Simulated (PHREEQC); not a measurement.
**Metal-bearing waste water (model solution)**

Dissolve 0.001 mol/kgw Al2(SO4)3, 0.022 mol/kgw NiCl2, 0.00061 mol/kgw NaHCO3 and 0.067 mol/kgw Na2SO4 at 70 °C. Closed to the air; pH follows from the charge balance.

Model: ion-association model, wateq4f.dat, run in PHREEQC.

```yaml
pH: 4.48
ionic_strength: 0.210 mol/kgw
total_alkalinity: 0.610 meq/kg
```

| species | molality | activity | log γ |
|---|---|---|---|
| Na+ | 0.125 | 0.0899 | -0.142 |
| SO4-2 | 0.0479 | 0.0124 | -0.586 |
| Cl- | 0.0436 | 0.0300 | -0.163 |
| Ni+2 | 0.0115 | 0.00315 | -0.561 |
| NiSO4 | 0.0102 | 0.0107 | 0.021 |
| NaSO4- | 0.00988 | 0.00717 | -0.140 |
| AlSO4+ | 0.000969 | 0.000684 | -0.151 |
| CO2 | 0.000591 | 0.000620 | 0.021 |
| Al(SO4)2- | 0.000456 | 0.000322 | -0.151 |
| NiCl+ | 0.000327 | 0.000237 | -0.140 |
| Al(OH)2+ | 0.000301 | 0.000218 | -0.140 |

No solid was allowed to form. Saturation is exceeded, for instance for Al(OH)3(a), Boehmite (slow to form); the values hold only as long as no solid forms. Constants without temperature data keep their 25 °C values here.
